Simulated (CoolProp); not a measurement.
Vapour-liquid equilibrium of o-xylene (1) + n-nonane (2) at 26.6 kPa; x and y are mole fractions of (1).

The numbers come from the multi-fluid Helmholtz-energy mixture model, Zhou 2012 and Lemmon 2006; pair parameters Bell 2016 in CoolProp.

| x | bubble temperature, mixture model (°C) | bubble temperature, Raoult's law (°C) | y, mixture model | y, Raoult's law |
|---|---|---|---|---|
| 0.05 | 105.9 | 106.2 | 0.072 | 0.062 |
| 0.2 | 104.1 | 105.2 | 0.262 | 0.238 |
| 0.35 | 102.6 | 104.2 | 0.422 | 0.402 |
| 0.5 | 101.5 | 103.2 | 0.561 | 0.556 |
| 0.65 | 100.7 | 102.3 | 0.687 | 0.700 |
| 0.8 | 100.2 | 101.3 | 0.813 | 0.834 |
| 0.95 | 100.1 | 100.4 | 0.949 | 0.960 |

The largest gap from Raoult's law is -1.7 K in bubble temperature, at x = 0.5. y crosses x between x = 0.8 and 0.95: the model has an azeotrope there.

Pair parameters are fitted to limited data, so mixtures are less certain than the pure fluids.
